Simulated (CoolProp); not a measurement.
Vapour-liquid equilibrium of CHF3 (R23) (1) + n-pentane (2) at -2.85 °C; x and y are mole fractions of (1).

Values from CoolProp's multi-fluid Helmholtz-energy mixture model, Penoncello 2003 and Thol 2019; pair parameters Bell 2016.

Q: Give the bubble pressure and the first vapour's composition at x = 0.05, 0.5, 0.65. Is there an azeotrope?

A: x = 0.05: 3.426 bar, y = 0.933; x = 0.5: 18.43 bar, y = 0.982; x = 0.65: 18.47 bar, y = 0.982. No azeotrope shows between x = 0.05 and 0.95.

Pair parameters are fitted to limited data, so mixtures are less certain than the pure fluids. The gap from Raoult's law changes sign with composition, which may be real or a fault of the pair parameters; it wasn't checked against measurements. With so large a gap from Raoult's law the liquid may split in two, which this calculation doesn't test in full.
